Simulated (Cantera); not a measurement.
**Catalytic combustion on Pt**

An isothermal plug-flow reactor at 673 K and 1.20 bar (inlet), inlet velocity 0.61 m/s, active area per volume 820 1/m; feed H2 : O2 : N2 = 0.0024 : 0.049 : 0.79 (molar parts), equivalence ratio 0.024.

Model: Deutschmann's 1995 Pt surface mechanism with GRI-Mech 3.0 gas chemistry, integrated in Cantera. Catalytic surfaces can have several steady states; this one follows from the mechanism file's or the stated starting coverage. Mass transfer to the wall is taken as infinitely fast.

```
z (m)        x H2    x O2     x H2O  θ free Pt   θ O*    θ OH*
-------  --------  ------  --------  ---------  -----  -------
8.3e-05   0.00219  0.0579  0.000661     0.0666  0.931  0.00254
0.00014   0.00189  0.0578  0.000964     0.0576  0.940  0.00251
0.00023   0.00155  0.0576   0.00130     0.0476  0.950  0.00242
0.00038   0.00119  0.0575   0.00166     0.0369  0.961  0.00226
0.00064  0.000846  0.0573   0.00201     0.0267  0.971  0.00202
0.0011   0.000553  0.0572   0.00230     0.0183  0.980  0.00174
0.0018   0.000353  0.0571   0.00250     0.0129  0.986  0.00150
0.003    0.000204  0.0570   0.00265    0.00930  0.989  0.00130
0.005    0.000104  0.0569   0.00275    0.00720  0.992  0.00116
0.0083    4.18e-5  0.0569   0.00281    0.00609  0.993  0.00107
```
x: gas mole fraction; θ: surface coverage.
